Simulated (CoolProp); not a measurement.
R1336mzz(E) along the isotherm 136.85 °C: fugacity coefficient from the reference equation and from simpler models built on Tc = 130.4 °C, pc = 2779 kPa, ω = 0.413; each cubic takes its own stable root.

The numbers come from the reference Helmholtz-energy equation of state, Akasaka 2023 in CoolProp.

```tsv
p (kPa)	phase	reference	Redlich-Kwong	Soave-Redlich-Kwong	Peng-Robinson
356	gas	0.9569	0.9586	0.9591	0.9545
713	gas	0.9144	0.9178	0.9188	0.9100
1070	gas	0.8726	0.8774	0.8790	0.8665
1430	gas	0.8311	?	0.8392	0.8236
1780	gas	0.7911	0.7982	0.8008	0.7825
2140	gas	0.7502	0.7581	0.7613	0.7407
2490	gas	0.7102	0.7186	0.7226	0.7002
2850	supercritical	0.6678	0.6762	0.6814	0.6577
3210	supercritical	0.6203	0.6276	0.6357	0.6118
3560	supercritical	0.5734	0.5830	0.5917	0.5680
3920	supercritical	0.5326	?	0.5531	0.5296
4280	supercritical	0.4983	0.5119	0.5204	?
4630	supercritical	0.4699	0.4850	0.4933	0.4701
4990	supercritical	0.4449	0.4611	?	0.4461
5340	supercritical	0.4237	0.4410	0.4489	0.4258
5700	supercritical	0.4047	0.4228	0.4305	0.4074
```

Complete the blanks.


- 1430, Redlich-Kwong: 0.8372
- 3920, Redlich-Kwong: 0.5444
- 4280, Peng-Robinson: 0.4971
- 4990, Soave-Redlich-Kwong: 0.4692
